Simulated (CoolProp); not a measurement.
Vapour-liquid equilibrium of n-butane (1) + R113 (2) at 0.0982 MPa; x and y are mole fractions of (1).

Computed with CoolProp (multi-fluid Helmholtz-energy mixture model, Bücker 2006 and Marx 1992; pair parameters Bell 2016).

| x | bubble temperature (K) | y at the bubble point | dew temperature at overall composition x (K) | liquid density (mol/L) |
|---|---|---|---|---|
| 0.05 | 313.4 | 0.228 | … | … |
| 0.2 | 299.5 | 0.601 | 314.3 | 8.580 |
| 0.35 | 290.6 | 0.765 | 309.5 | 8.912 |
| 0.5 | 284.5 | 0.853 | 303.9 | 9.229 |
| 0.65 | 279.9 | 0.910 | 297.1 | 9.547 |
| 0.8 | 276.2 | 0.952 | 288.3 | … |
| 0.95 | 272.9 | 0.988 | 276.4 | 10.23 |

Question: Some entries are withheld; supply them.

Answer: 
- 0.05, dew temperature at overall composition x (K): 318.5
- 0.05, liquid density (mol/L): 8.204
- 0.8, liquid density (mol/L): 9.879

No azeotrope shows between x = 0.05 and 0.95.

The pair parameters rest on a limited set of measurements; away from them the model extrapolates.
